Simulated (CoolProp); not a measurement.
Model: reference Helmholtz-energy equation of state, Lemmon 2003, in CoolProp. It is a pseudo-pure fit of the blend.

Task: For R407C, give the phase and the density (kg/m³), cp (kJ/(kg K)), speed of sound (m/s), viscosity (µPa s) at 430.1 K and 24.4 MPa.

Result: 
- 430.1 K and 24.4 MPa: supercritical; density 832, cp 1.58, speed of sound 342, viscosity 78.3

Viscosity comes from a separate model (Geller 2000).
